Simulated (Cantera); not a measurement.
Input: 1 mol H2O, 3.3 mol H2, at 2023 K and 1330 Pa.

Method: chemical equilibrium by Gibbs-energy minimisation in Cantera with the NASA 1993 tables (ideal gas, pure condensed phases). Candidate condensed phases: H2O; 9 gas species. Rates play no part.

Problem. What is the equilibrium state?

Solution. 
* **x(H2)**: 0.755
* **x(H2O)**: 0.230
* **x(H)**: 0.0143
* **x(OH)**: 0.000454
* **x(O)**: 6.25e-6
* **gas amount**: 4.332 mol
